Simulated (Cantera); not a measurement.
Charge: 1 mol C₂H₅OH, 85 mol H₂, 0.4 mol O₂, equilibrated at 99.0 Pa.

These are equilibrium values from Cantera (NASA tables, ideal gas, pure condensed phases), not measurements of a reactor. Candidate condensed phases: C, C₆H₆, C₇H₈, C₈H₁₈, H₂O; 110 gas species. Equilibrium is a limit: real reactors are often held back by kinetics, nucleation or transport.

Problem. At 2223 K, list the 4 most abundant gas species with their mole fractions, and the condensed phases.

Solution. H₂ 0.799, H 0.182, CO 0.0182, C₂H₂ (acetylene) 0.001000. Condensed: gas only.
